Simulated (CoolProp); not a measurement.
Properties of hydrogen chloride along the isotherm 363.3 K.

The numbers come from the reference Helmholtz-energy equation of state, Thol 2018 in CoolProp.

```json
[
 {"p (MPa)": "0.779", "phase": "gas", "cv (kJ/(kg K))": "0.5835", "isothermal compressibility (1/MPa)": "1.317"},
 {"p (MPa)": "1.56", "phase": "gas", "cv (kJ/(kg K))": "0.5968", "isothermal compressibility (1/MPa)": "0.6757"},
 {"p (MPa)": "2.34", "phase": "gas", "cv (kJ/(kg K))": "[?]", "isothermal compressibility (1/MPa)": "[?]"},
 {"p (MPa)": "3.12", "phase": "gas", "cv (kJ/(kg K))": "0.6265", "isothermal compressibility (1/MPa)": "0.3586"},
 {"p (MPa)": "3.9", "phase": "gas", "cv (kJ/(kg K))": "[?]", "isothermal compressibility (1/MPa)": "0.2965"},
 {"p (MPa)": "4.68", "phase": "gas", "cv (kJ/(kg K))": "0.6610", "isothermal compressibility (1/MPa)": "[?]"},
 {"p (MPa)": "5.46", "phase": "gas", "cv (kJ/(kg K))": "0.6804", "isothermal compressibility (1/MPa)": "[?]"},
 {"p (MPa)": "6.24", "phase": "gas", "cv (kJ/(kg K))": "0.7013", "isothermal compressibility (1/MPa)": "0.2078"},
 {"p (MPa)": "7.01", "phase": "gas", "cv (kJ/(kg K))": "0.7234", "isothermal compressibility (1/MPa)": "[?]"},
 {"p (MPa)": "7.79", "phase": "gas", "cv (kJ/(kg K))": "0.7475", "isothermal compressibility (1/MPa)": "0.1826"},
 {"p (MPa)": "8.57", "phase": "supercritical", "cv (kJ/(kg K))": "0.7731", "isothermal compressibility (1/MPa)": "0.1751"},
 {"p (MPa)": "9.35", "phase": "supercritical", "cv (kJ/(kg K))": "0.8001", "isothermal compressibility (1/MPa)": "0.1702"},
 {"p (MPa)": "10.1", "phase": "supercritical", "cv (kJ/(kg K))": "0.8271", "isothermal compressibility (1/MPa)": "[?]"},
 {"p (MPa)": "10.9", "phase": "supercritical", "cv (kJ/(kg K))": "0.8562", "isothermal compressibility (1/MPa)": "0.1668"},
 {"p (MPa)": "11.7", "phase": "supercritical", "cv (kJ/(kg K))": "0.8843", "isothermal compressibility (1/MPa)": "0.1678"},
 {"p (MPa)": "12.5", "phase": "supercritical", "cv (kJ/(kg K))": "0.9089", "isothermal compressibility (1/MPa)": "0.1691"}
]
```

Question: Some entries are withheld; supply them.

Answer: 
- 2.34, cv (kJ/(kg K)): 0.6111
- 2.34, isothermal compressibility (1/MPa): 0.4636
- 3.9, cv (kJ/(kg K)): 0.6431
- 4.68, isothermal compressibility (1/MPa): 0.2559
- 5.46, isothermal compressibility (1/MPa): 0.2279
- 7.01, isothermal compressibility (1/MPa): 0.1933
- 10.1, isothermal compressibility (1/MPa): 0.1676
